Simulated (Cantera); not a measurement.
# Reactions in the system C-H-O-Ta

Standard-state values (1 bar) from the NASA 1993 polynomials, evaluated with Cantera. Values are per mole of reaction as written; species without (g) are pure solids or liquids, kept so even where they would boil at 1 bar. TaC: taken at fixed stoichiometry.

3 TaO₂(g) + 2 C₂H₅OH(g) = 4 H₂O₂(g) + CH₄(g) + 3 TaC

```json
[
 {"T (K)": "975", "ΔH° (kJ)": "43.0", "ΔS° (J/K)": "-106.9", "ΔG° (kJ)": "147.2", "log10 K": "-7.89"},
 {"T (K)": "1025", "ΔH° (kJ)": "44.2", "ΔS° (J/K)": "-105.7", "ΔG° (kJ)": "152.5", "log10 K": "-7.77"},
 {"T (K)": "1075", "ΔH° (kJ)": "45.4", "ΔS° (J/K)": "-104.5", "ΔG° (kJ)": "157.8", "log10 K": "-7.67"},
 {"T (K)": "1125", "ΔH° (kJ)": "46.6", "ΔS° (J/K)": "-103.4", "ΔG° (kJ)": "163.0", "log10 K": "-7.57"},
 {"T (K)": "1175", "ΔH° (kJ)": "47.9", "ΔS° (J/K)": "-102.3", "ΔG° (kJ)": "168.1", "log10 K": "-7.47"},
 {"T (K)": "1225", "ΔH° (kJ)": "49.2", "ΔS° (J/K)": "-101.2", "ΔG° (kJ)": "173.2", "log10 K": "-7.39"},
 {"T (K)": "1275", "ΔH° (kJ)": "50.6", "ΔS° (J/K)": "-100.1", "ΔG° (kJ)": "178.2", "log10 K": "-7.30"},
 {"T (K)": "1325", "ΔH° (kJ)": "51.9", "ΔS° (J/K)": "-99.1", "ΔG° (kJ)": "183.2", "log10 K": "-7.22"},
 {"T (K)": "1375", "ΔH° (kJ)": "53.4", "ΔS° (J/K)": "-98.0", "ΔG° (kJ)": "188.2", "log10 K": "-7.15"},
 {"T (K)": "1425", "ΔH° (kJ)": "54.8", "ΔS° (J/K)": "-97.0", "ΔG° (kJ)": "193.0", "log10 K": "-7.08"}
]
```
